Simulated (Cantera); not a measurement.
**Gas-phase reforming**

An isothermal, constant-pressure homogeneous reactor starts with CH4 : H2O : H2 = 1 : 0.94 : 0.19 (molar parts), at 1848 K and 0.987 atm.

Cantera simulation using GRI-Mech 3.0 (53 species, 325 reactions); the numbers are that mechanism's predictions, not measurements.

```
t (s)       x CH4    x H2O   x H2   x C2H2       x H    x HCO
--------  -------  -------  -----  -------  --------  -------
0.000200    0.356    0.414  0.185   0.0197  0.000156  1.31e-7
0.000986    0.180    0.352  0.366   0.0907  0.000260  5.58e-8
0.00486    0.0591    0.297  0.498    0.127  0.000362  2.25e-8
0.0240     0.0251    0.222  0.580    0.109  0.000421  2.01e-8
0.118      0.0148    0.112  0.669   0.0593  0.000443  3.39e-8
0.584     0.00628   0.0339  0.732   0.0224  0.000458  4.83e-8
2.88      0.00275  0.00485  0.756  0.00853  0.000464  5.47e-8
14.2      0.00214  3.66e-5  0.760  0.00624  0.000465  5.58e-8
70.0      0.00213  6.85e-6  0.760  0.00623  0.000465  5.58e-8
```
x: mole fraction; the columns are a selection and need not sum to one.

Equilibrium at this temperature and pressure: CH4 0.00213, H2O 6.96e-6, H2 0.760, C2H2 0.00623, H 0.000465, HCO 5.58e-8 (gas phase only).
